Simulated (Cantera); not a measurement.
A Cantera script and what it prints.

```python
import numpy as np
import cantera as ct

gas_names = """
    Si N
""".split()
cond_names = """
    Si3N4(a)
""".split()


# ... load() reads the species with a 1 bar reference pressure and builds the phases ...
species = {s.name: s for s in load("nasa_gas.yaml", gas_names) + load("nasa_condensed.yaml", cond_names)}
# Each term lists the table entries of one substance; the one whose range holds T is used.
reactions = {
    'Si3N4 = 3 Si(g) + 4 N(g)':
        [(-1, ['Si3N4(a)']), (3, ['Si']), (4, ['N'])],
}


def pick(names, T):
    return next(species[n] for n in names if species[n].thermo.min_temp <= T <= species[n].thermo.max_temp)


results = []
for label, terms in reactions.items():
    print(label)
    print("     T/K   dH/kJ  dS/(J/K)   dG/kJ   log10 K")
    for T in [950, 1000, 1050, 1100, 1150, 1200]:
        used = [(nu, pick(names, T)) for nu, names in terms]
        dH = sum(nu * s.thermo.h(T) for nu, s in used) / 1e6
        dS = sum(nu * s.thermo.s(T) for nu, s in used) / 1e3
        dG = dH - T * dS / 1e3
        logK = -dG * 1e6 / (ct.gas_constant * T * np.log(10))
        results.append((label, T, dH, dS, dG, logK, [s.name for _, s in used]))
        print(f"{T:8g} {dH:8.1f} {dS:8.1f} {dG:8.1f} {logK:8.2f}")
```

Result:

```
Si3N4 = 3 Si(g) + 4 N(g)
     T/K   dH/kJ  dS/(J/K)   dG/kJ   log10 K
     950   3996.2   1029.9   3017.8  -165.93
    1000   3995.7   1029.3   2966.3  -154.94
    1050   3995.0   1028.6   2914.9  -145.01
    1100   3994.2   1027.9   2863.5  -135.97
    1150   3993.2   1027.1   2812.1  -127.73
    1200   3992.2   1026.2   2760.8  -120.17
```

Cantera with NASA thermochemical tables; ideal gases at 1 bar, condensed phases pure. Condensed species are held in their standard states even where they would react or evaporate.
